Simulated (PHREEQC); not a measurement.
# Polishing slurry liquid: an equilibrium model

Make-up at 82 °C: 0.13 mol/kgw H2SO4 and 0.038 mol/kgw Fe(NO3)3. Closed to the air; pH follows from the charge balance.

Computed with PHREEQC (ion-association model, phreeqc.dat).

Each row changes one thing in this solution. No solid was allowed to form.

```tsv
case	pH	ionic strength (mol/kgw)
as made	0.93	0.249
H2SO4 from 0.13 to 0.65 mol/kgw	0.31	(withheld)
Fe(NO3)3 from 0.038 to 0.057 mol/kgw	0.92	0.307
0.011 mol/kgw NaAlO2 added	1.04	0.257
Fe(NO3)3 left out	0.96	(withheld)
Fe(NO3)3 from 0.038 to 0.0038 mol/kgw	0.96	0.154
H2SO4 replaced by Li2SO4 at the same molality	2.74	0.389
H2SO4 left out	1.61	0.201
```

Complete the blanks.


- H2SO4 from 0.13 to 0.65 mol/kgw, ionic strength (mol/kgw): 0.790
- Fe(NO3)3 left out, ionic strength (mol/kgw): 0.144

The ionic strength passes 0.7 mol/kgw, the rough limit of the ion-association models, in H2SO4 from 0.13 to 0.65 mol/kgw. Species that the database lacks are ignored. Some of these states are supersaturated (in Hematite (slow to form), Goethite (slow to form), for instance). Away from 25 °C the constants follow the database's enthalpies or fits; those with neither stay at their 25 °C values.
